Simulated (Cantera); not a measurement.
**Hydrocarbon pyrolysis for carbon deposition**

A perfectly stirred reactor is fed with 5.26 % CH₄, 94.7 % N₂, at 10.00 Torr; it is held at 1575 K, and followed from long to short residence time.

Cantera simulation using GRI-Mech 3.0 (53 species, 325 reactions); the numbers are that mechanism's predictions, not measurements. GRI-Mech 3.0 stops at C3 and has no aromatics, soot or wall deposition, so with more carbon than oxygen in the feed, carbon stays in small species such as C2H2 where larger ones or solid carbon would form. Radical loss at walls, strong at low pressure, is not modelled.

```csv
τ (s),x CH₄,x CH₃,x H₂,x CH₂,x C₂H
2.8,0.0250,0.000300,0.0387,1.43e-7,2.29e-8
1.3,0.0332,0.000369,0.0266,1.58e-7,1.46e-8
0.60,0.0414,0.000410,0.0146,1.52e-7,6.97e-9
0.28,0.0482,0.000371,0.00520,1.08e-7,1.85e-9
0.13,0.0516,0.000238,0.000973,4.36e-8,2.19e-10
0.059,0.0524,0.000117,0.000146,1.11e-8,1.84e-11
0.027,0.0526,5.45e-5,3.56e-5,2.54e-9,1.27e-12
0.013,0.0526,2.64e-5,1.41e-5,6.28e-10,<1e-12
0.0058,0.0526,1.18e-5,5.94e-6,1.37e-10,<1e-12
```
x: mole fraction; the columns are a selection and need not sum to one.
